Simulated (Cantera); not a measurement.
Thermodynamics of tantalum, niobium, vanadium and zirconium in process gases, feed V + NH3 + N2

Input: 1 mol V, 1.5 mol NH3, 0.1 mol N2, at 900 °C and 1.00 bar.

Method: chemical equilibrium by Gibbs-energy minimisation in Cantera with the NASA 1993 tables (ideal gas, pure condensed phases). Candidate condensed phases: V, VN; 11 gas species. VN: taken at fixed stoichiometry. Condensed phases not in the tables: V2N. The numbers say what is thermodynamically allowed, not how fast it happens.

```yaml
x(H2): 0.865
x(N2): 0.135
x(NH3): 6.42e-5
n(VN(s)): 1.00 mol
gas_amount: 2.600 mol
log10 activity of V(s) (absent): -4.78
```
